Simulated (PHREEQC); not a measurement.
Make-up at 25 °C: 0.01 mol/kgw Cu(NO3)2, 0.03 mol/kgw Fe(NO3)3, 5.2e-05 mol/kgw AlCl3 and 0.0015 mol/kgw KOH. It is in equilibrium with CO2 at log p = 0 (atm). Otherwise closed; pH follows from the charge balance.

Model: ion-association model, phreeqc.dat, run in PHREEQC.

Each row changes one thing in this solution. This is a speciation only: nothing precipitates in the calculation.

```tsv
case	pH	ionic strength (mol/kgw)	Fe+3 (mol/kgw)	Fe2(OH)2+4 (mol/kgw)	FeOH+2 (mol/kgw)	Fe3(OH)4+5 (mol/kgw)	SI of Fe(OH)3(a) (Fe(OH)3)	SI of Goethite (FeOOH)
as made	1.97	0.202	0.0156	0.00437	0.00412	0.000482	-1.67	+4.22
KOH from 0.0015 to 0.00135 mol/kgw	1.97	0.202	0.0157	0.00436	0.00411	0.000476	-1.68	+4.21
AlCl3 replaced by Al(NO3)3 at the same molality	1.97	0.202	0.0156	0.00438	0.00412	0.000483	-1.67	+4.22
diluted 5-fold with water	2.48	0.0371	0.00214	0.000605	0.00229	7.23e-5	-0.67	+5.22
KOH from 0.0015 to 0.00165 mol/kgw	1.97	0.202	0.0155	0.00439	0.00413	0.000488	-1.67	+4.22
temperature from 25 to 30 °C	1.94	0.201	0.0145	0.00473	0.00470	0.000427	-1.81	+4.25
```

Some of these states are supersaturated (in Hematite (slow to form), Goethite (slow to form), for instance).
